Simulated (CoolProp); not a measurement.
Properties of sulfur hexafluoride along the isotherm 332.75 °C.

Values from CoolProp's reference Helmholtz-energy equation of state, Guder 2009.

```tsv
p (MPa)	phase	density (kg/m³)	conductivity (mW/(m K))	Prandtl number	fugacity coefficient
0.00594	gas	0.1722	34.4	0.756	1.0000
0.0113	gas	0.3276	34.4	0.756	0.9999
0.0213	gas	0.6176	34.4	0.756	0.9999
0.0404	gas	1.172	34.4	?	0.9998
0.0767	gas	2.225	34.5	0.754	0.9996
0.145	gas	4.207	?	?	0.9992
0.276	gas	8.014	?	0.750	0.9985
0.522	gas	15.18	?	0.745	0.9972
0.99	gas	28.85	?	0.738	0.9947
1.88	gas	55.01	36.9	0.726	0.9903
```

Some entries are withheld; supply them.


- 0.0404, Prandtl number: 0.755
- 0.145, conductivity (mW/(m K)): 34.6
- 0.145, Prandtl number: 0.753
- 0.276, conductivity (mW/(m K)): 34.8
- 0.522, conductivity (mW/(m K)): 35.1
- 0.99, conductivity (mW/(m K)): 35.8

Viscosity comes from a separate model (Quiñones-Cisneros 2012). Thermal conductivity comes from a separate model (Assael 2012).
